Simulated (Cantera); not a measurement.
Feed: 1 mol C2H5OH, 16 mol H2, 8.4 mol N2, 0.45 mol O2, held at 7.50 Torr.

Method: chemical equilibrium by Gibbs-energy minimisation in Cantera with the NASA 1993 tables (ideal gas, pure condensed phases). Candidate condensed phases: C, C6H6, C7H8, C8H18, H2O; 169 gas species. Ions and electrons are included (thermal ionisation). Rates play no part.

log p: log10 of the partial pressure in bar; nothing condenses.

```tsv
T (°C)	log p H	log p H2	log p N2	log p N	log p CO	log p C	log p O
1727	-3.89	-2.20	-2.55	-10.32	-3.19	-10.84	-13.52
2227	-2.75	-2.30	-2.59	-7.83	-3.23	-7.77	-10.92
2727	-2.22	-2.83	-2.70	-6.21	-3.35	-5.71	-9.28
3227	-2.12	-3.78	-2.76	-5.03	-3.40	-4.89	-7.42
3727	-2.11	(withheld)	-2.77	(withheld)	-3.41	(withheld)	(withheld)
4227	-2.11	(withheld)	-2.82	(withheld)	-3.46	(withheld)	(withheld)
4727	-2.14	-5.89	-2.97	-2.96	-3.66	-3.80	-3.84
```

Some entries are withheld; supply them.


- 4227, log p H2: -5.31
- 4227, log p N: -3.45
- 4227, log p C: -4.28
- 4227, log p O: -4.45
- 3727, log p H2: -4.62
- 3727, log p N: -4.14
- 3727, log p C: -4.70
- 3727, log p O: -5.58
